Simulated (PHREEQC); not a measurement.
Dissolve 0.0042 mol MgCl2, 4.2e-05 mol Na2SO4 and 0.00013 mol NaCl per kg of water at 20 °C. Closed to the air; pH follows from the charge balance.

All values are PHREEQC results (ion-association model, phreeqc.dat), not measurements.

```tsv
quantity	before	after
pH	6.94	2.41
SO4-2 (mol/kgw)	3.09e-5	3.28e-5
NaSO4- (mol/kgw)	2.05e-8	2.57e-8
HSO4- (mol/kgw)	2.23e-10	9.14e-6
SI of Halite (NaCl)	-7.40	-7.66
```

**Question.** Name the change that produced these shifts.
A) MgCl2 replaced by HCl at the same molality
B) temperature from 20 to 50 °C
C) NaCl from 0.00013 to 0.00026 mol/kgw
D) 0.00017 mol/kgw CdCl2 added
E) NaCl from 0.00013 to 0.000117 mol/kgw

**Answer.** A, MgCl2 replaced by HCl at the same molality

No solid was allowed to form.
